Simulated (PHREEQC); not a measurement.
Dissolve 0.1 mol/kgw HCl, 0.16 mol/kgw CuSO4 and 3.4e-05 mol/kgw Fe2(SO4)3 at 25 °C. Closed to the air; pH follows from the charge balance.

Model: ion-association model, phreeqc.dat, run in PHREEQC.

Precipitation was switched off in this run.

**Question.** Estimate the pH, ionic strength, specific conductance.

**Answer.** pH 1.45; ionic strength 0.397 mol/kgw; specific conductance 29100 µS/cm.

**Question.** In which forms is Cl present?

**Answer.** Cl- 93 %, CuCl+ 6.5 % of the Cl.
